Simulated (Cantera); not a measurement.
Cantera run, input and output.

```python
import numpy as np
import cantera as ct

gas = ct.Solution("gri30.yaml")
gas.TPX = 375, 1000000, {'CH4': 1, 'C2H6': 0.042, 'O2': 3.16, 'N2': 11.9, 'H2': 0.14}
flame = ct.FreeFlame(gas, width=0.008)
flame.set_refine_criteria(ratio=3, slope=0.08, curve=0.16)
flame.transport_model = "mixture-averaged"
flame.solve(loglevel=0, auto=True)
z, T = flame.grid, flame.T
thick = (T[-1] - T[0]) / np.gradient(T, z).max()
show = ['CH4', 'C2H6', 'O2', 'H2O2', 'C2H', 'NO']
print(f"laminar burning velocity  {flame.velocity[0] * 100:.3f} cm/s")
print(f"burnt temperature         {T[-1]:.1f} K")
print(f"thermal thickness         {thick * 1e3:.4f} mm")
print(f"grid points               {len(z)}")
z0 = z[flame.heat_release_rate.argmax()]
print(f"{'z/mm':>9s}{'T/K':>9s}{'u/(m/s)':>9s}" + "".join(f"{s:>11s}" for s in show))
rows = []
for k in (-3, -2, -1.5, -1, -0.5, -0.25, 0, 0.25, 0.5, 1, 2, 4, 8):
    zz = z0 + k * thick
    rows.append([k * thick, np.interp(zz, z, T), np.interp(zz, z, flame.velocity),
                 *(np.interp(zz, z, flame.X[gas.species_index(s)]) for s in show)])
    print(f"{rows[-1][0] * 1e3:9.3f}{rows[-1][1]:9.1f}{rows[-1][2]:9.3f}" + "".join(f"{x:11.3e}" for x in rows[-1][3:]))
```

Result:

```
laminar burning velocity  10.473 cm/s
burnt temperature         1904.5 K
thermal thickness         0.1481 mm
grid points               135
     z/mm      T/K  u/(m/s)        CH4       C2H6         O2       H2O2        C2H         NO
   -0.444    377.1    0.105  6.149e-02  2.586e-03  1.945e-01  2.672e-07  1.494e-30  2.984e-11
   -0.296    389.9    0.109  6.090e-02  2.582e-03  1.939e-01  2.099e-06  3.174e-27  2.679e-10
   -0.222    425.3    0.119  5.924e-02  2.559e-03  1.916e-01  7.557e-06  1.127e-24  1.381e-09
   -0.148    571.9    0.160  5.251e-02  2.399e-03  1.806e-01  3.146e-05  4.269e-20  1.515e-08
   -0.074   1016.6    0.286  3.211e-02  1.542e-03  1.420e-01  9.084e-05  1.426e-13  3.488e-07
   -0.037   1373.0    0.387  1.542e-02  6.480e-04  1.077e-01  4.076e-05  1.387e-10  1.335e-06
    0.000   1709.3    0.481  1.856e-03  2.498e-05  7.403e-02  3.015e-06  1.149e-08  2.699e-06
    0.037   1835.6    0.514  2.120e-05  4.688e-09  6.236e-02  9.593e-07  1.232e-09  3.772e-06
    0.074   1874.0    0.523  2.457e-07  9.447e-13  5.998e-02  5.969e-07  2.100e-11  4.318e-06
    0.148   1896.1    0.529  2.789e-10  3.220e-18  5.898e-02  2.954e-07  1.783e-13  4.762e-06
    0.296   1903.4    0.530  1.613e-13  1.043e-23  5.876e-02  1.640e-07  6.453e-15  5.095e-06
    0.592   1904.5    0.531  5.138e-14  5.839e-25  5.873e-02  1.435e-07  5.647e-16  5.505e-06
    1.185   1904.5    0.531  2.694e-14  1.246e-25  5.873e-02  1.428e-07  3.105e-17  6.274e-06
```

Detailed kinetics in Cantera: GRI-Mech 3.0 (53 species, 325 reactions). Burning velocities carry a grid error of a few per cent, more on coarse grids.
